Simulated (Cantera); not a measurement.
Charge: 1 mol S, 0.031 mol SO2, 0.55 mol H2, 0.1 mol H2O, held at 3398.15 K and 1.50 bar.

Method: chemical equilibrium by Gibbs-energy minimisation in Cantera with the NASA 1993 tables (ideal gas, pure condensed phases). Candidate condensed phases: H2O, H2SO4, S; 19 gas species. Equilibrium is a limit: real reactors are often held back by kinetics, nucleation or transport.

Base state: H2 0.251, S 0.221, H 0.190, S2 0.146, SH 0.0834, SO 0.0629, H2O 0.0236, OH 0.00779 (mole fractions); condensed: gas only.

Q: What changes in the equilibrium state with this change: pressure from 1.50 bar to 120 bar?

A: 
| species | before | after |
|---|---|---|
| H2 | 0.251 | 0.288 |
| S2 | 0.146 | 0.288 |
| SH | 0.0834 | 0.126 |
| S | 0.221 | 0.0347 |
| H | 0.190 | 0.0228 |
| H2S | 0.00740 | 0.107 |
| H2O | 0.0236 | 0.0888 |
| SO | 0.0629 | 0.0323 |
| O | 0.00348 | 0.000142 |
| O2 | 0.000127 | 1.69e-5 |
| S2O | 0.000602 | 0.00389 |
| OH | 0.00779 | 0.00305 |
The ideal-gas law is rough above about 30 bar.
